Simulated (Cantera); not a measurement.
Cantera with NASA thermochemical tables; ideal gases at 1 bar, condensed phases pure. Values are per mole of reaction as written; species without (g) are pure solids or liquids, kept so even where they would boil at 1 bar.

### Question
Between 300 and 2675 K, where is each reaction favourable under standard conditions?
- 2 BF₃(g) + 6 HCl(g) → 6 HF(g) + 3 Cl₂(g) + 2 B
- 3 F(g) + BCl₃(g) → 3 Cl(g) + BF₃(g)

### Answer
- 2 BF₃(g) + 6 HCl(g) → 6 HF(g) + 3 Cl₂(g) + 2 B: ΔG° is 1162 kJ at 300 K and 885 kJ at 2675 K; it stays positive (K < 1). ΔH° is 1304 kJ and ΔS° 157 J/K at 2675 K.
- 3 F(g) + BCl₃(g) → 3 Cl(g) + BF₃(g): ΔG° is -602 kJ at 300 K and -544 kJ at 2675 K; it stays negative (K > 1). ΔH° is -611 kJ and ΔS° -25 J/K at 2675 K.
